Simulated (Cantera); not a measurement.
**Low-pressure radical oxidation in H2/O2**

An isothermal, constant-pressure homogeneous reactor starts with H₂ : O₂ = 0.13 : 1 (molar parts), equivalence ratio 0.065, at 1325 K and 10.00 Torr.

Computed with Cantera and GRI-Mech 3.0 (53 species, 325 reactions). Radical loss at walls, strong at low pressure, is not modelled. The temperature is held fixed by assumption; the heat of reaction is taken as removed at once.

```json
[
 {"t (s)": "0.000400", "x H₂": "0.115", "x O₂": "0.885", "x H₂O": "3.40e-5", "x O": "1.84e-5", "x H₂O₂": "1.56e-9", "x OH": "1.36e-5", "x H": "1.58e-5"},
 {"t (s)": "0.00114", "x H₂": "0.00923", "x O₂": "0.810", "x H₂O": "0.0848", "x O": "0.0538", "x H₂O₂": "2.30e-7", "x OH": "0.0126", "x H": "0.0296"},
 {"t (s)": "0.00325", "x H₂": "0.00356", "x O₂": "0.807", "x H₂O": "0.0955", "x O": "0.0606", "x H₂O₂": "1.50e-7", "x OH": "0.00950", "x H": "0.0238"},
 {"t (s)": "0.00928", "x H₂": "0.00300", "x O₂": "0.821", "x H₂O": "0.101", "x O": "0.0491", "x H₂O₂": "1.55e-7", "x OH": "0.00878", "x H": "0.0175"},
 {"t (s)": "0.0265", "x H₂": "0.00180", "x O₂": "0.846", "x H₂O": "0.110", "x O": "0.0278", "x H₂O₂": "1.54e-7", "x OH": "0.00690", "x H": "0.00757"},
 {"t (s)": "0.0755", "x H₂": "0.000539", "x O₂": "0.868", "x H₂O": "0.118", "x O": "0.00799", "x H₂O₂": "1.14e-7", "x OH": "0.00382", "x H": "0.00117"},
 {"t (s)": "0.215", "x H₂": "8.72e-5", "x O₂": "0.876", "x H₂O": "0.121", "x O": "0.00128", "x H₂O₂": "5.23e-8", "x OH": "0.00154", "x H": "7.50e-5"},
 {"t (s)": "0.615", "x H₂": "1.33e-5", "x O₂": "0.877", "x H₂O": "0.122", "x O": "0.000195", "x H₂O₂": "1.88e-8", "x OH": "0.000605", "x H": "4.49e-6"},
 {"t (s)": "1.75", "x H₂": "2.55e-6", "x O₂": "0.878", "x H₂O": "0.122", "x O": "3.74e-5", "x H₂O₂": "6.41e-9", "x OH": "0.000265", "x H": "3.76e-7"},
 {"t (s)": "5.00", "x H₂": "6.21e-7", "x O₂": "0.878", "x H₂O": "0.122", "x O": "9.15e-6", "x H₂O₂": "2.28e-9", "x OH": "0.000131", "x H": "4.55e-8"}
]
```
x: mole fraction; the columns are a selection and need not sum to one.

Equilibrium at this temperature and pressure: H₂ 1.52e-7, O₂ 0.878, H₂O 0.122, O 2.25e-6, H₂O₂ 8.74e-10, OH 6.50e-5, H 5.57e-9 (gas phase only).
